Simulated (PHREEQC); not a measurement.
# Leach liquor: speciation

Make-up at 5.8 °C: 0.023 mol HCl, 0.00054 mol Li2SO4 and 0.00017 mol MnSO4 per kg of water. Closed to the air; pH follows from the charge balance.

Model: ion-association model, phreeqc.dat, run in PHREEQC.

Each row changes one thing in this solution. No solid was allowed to form.

```
case                                            pH  SO4-2 (mol/kgw)  HSO4- (mol/kgw)  LiSO4- (mol/kgw)
--------------------------------------------  ----  ---------------  ---------------  ----------------
as made                                       1.70         0.000378         0.000329           1.01e-6
diluted 100-fold with water                   3.65              ___          9.94e-8          3.08e-10
MnSO4 replaced by KHSO4 at the same molality  1.69         0.000378         0.000331           1.01e-6
diluted 5-fold with water                     2.37         0.000115          2.64e-5           8.15e-8
temperature from 5.8 to 60 °C                 1.71              ___         0.000522           4.69e-7
```

**Question.** Complete the blanks.

**Answer.** 
- diluted 100-fold with water, SO4-2 (mol/kgw): 7.00e-6
- temperature from 5.8 to 60 °C, SO4-2 (mol/kgw): 0.000184

At this temperature some constants are extrapolated from 25 °C, and those without enthalpy data are left unchanged.
